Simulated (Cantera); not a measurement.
What does this Cantera script print?

```python
import numpy as np
import cantera as ct

gas = ct.Solution("gri30.yaml")
gas.TPX = 1575, 26000, {'CH3OH': 1, 'O2': 1.07, 'N2': 4.03, 'H2O': 0.39}
reactor = ct.IdealGasReactor(gas, energy="on", clone=False)
net = ct.ReactorNet([reactor])
net.rtol, net.atol = 1e-08, 1e-16
show = ['CH3OH', 'O2', 'H2O', 'H2', 'C2H6', 'CH2']
times = np.geomspace(2e-06, 3, 12)

steps = ct.SolutionArray(gas, extra=["t"])
rows = []
print(f"{'t/s':>10s}{'T/K':>9s}{'P/Pa':>11s}" + "".join(f"{s:>11s}" for s in show))
for t in times:
    while net.time < t:
        t_next = net.step()
        steps.append(gas.state, t=t_next)
    rows.append([np.interp(t, steps.t, y) for y in (steps.T, steps.P, *steps(*show).X.T)])
    print(f"{t:10.3e}{rows[-1][0]:9.1f}{rows[-1][1]:11.4g}" + "".join(f"{x:11.3e}" for x in rows[-1][2:]))
rate = np.gradient(steps.T, steps.t)
print("integrator steps:", len(steps.t))
if steps.T.max() > steps.T[0] + 200:
    print(f"time of steepest temperature rise: {steps.t[rate.argmax()]:.4e} s")
gas.TPX = 1575, 26000, {'CH3OH': 1, 'O2': 1.07, 'N2': 4.03, 'H2O': 0.39}
gas.equilibrate("UV")
print(f"equilibrium (UV): T = {gas.T:.1f} K  " + "  ".join(f"{s} {gas[s].X[0]:.3e}" for s in show))
```

Result:

```
       t/s      T/K       P/Pa      CH3OH         O2        H2O         H2       C2H6        CH2
 2.000e-06   1575.0    2.6e+04  1.541e-01  1.649e-01  6.010e-02  7.114e-06  4.410e-11  3.934e-07
 7.286e-06   1574.9    2.6e+04  1.540e-01  1.648e-01  6.014e-02  3.811e-05  1.853e-09  3.941e-07
 2.654e-05   1574.8  2.601e+04  1.535e-01  1.645e-01  6.028e-02  1.803e-04  4.992e-08  3.926e-07
 9.670e-05   1577.6   2.61e+04  1.501e-01  1.627e-01  6.163e-02  1.467e-03  2.820e-07  4.036e-07
 3.523e-04   2437.9   4.91e+04  3.928e-16  1.618e-02  2.041e-01  6.298e-02  3.331e-29  1.293e-14
 1.283e-03   2758.2   5.43e+04  8.150e-16  1.007e-02  2.268e-01  5.777e-02  3.938e-28  1.274e-13
 4.675e-03   2753.4  5.419e+04  8.558e-16  9.232e-03  2.269e-01  5.856e-02  4.547e-28  1.296e-13
 1.703e-02   2751.9  5.416e+04  8.628e-16  9.070e-03  2.269e-01  5.873e-02  4.656e-28  1.295e-13
 6.205e-02   2751.9  5.416e+04  8.628e-16  9.070e-03  2.269e-01  5.873e-02  4.656e-28  1.295e-13
 2.260e-01   2751.9  5.416e+04  8.628e-16  9.070e-03  2.269e-01  5.873e-02  4.656e-28  1.295e-13
 8.235e-01   2751.9  5.416e+04  8.628e-16  9.070e-03  2.269e-01  5.873e-02  4.656e-28  1.295e-13
 3.000e+00   2751.9  5.416e+04  8.628e-16  9.070e-03  2.269e-01  5.873e-02  4.656e-28  1.295e-13
integrator steps: 1660
time of steepest temperature rise: 2.7470e-04 s
equilibrium (UV): T = 2751.9 K  CH3OH 9.050e-16  O2 9.070e-03  H2O 2.269e-01  H2 5.873e-02  C2H6 7.095e-28  CH2 1.359e-13
```

Computed with Cantera and GRI-Mech 3.0 (53 species, 325 reactions). GRI-Mech 3.0 was tuned for natural gas; its chemistry of methanol as a main component is partial and can be far from experiment.
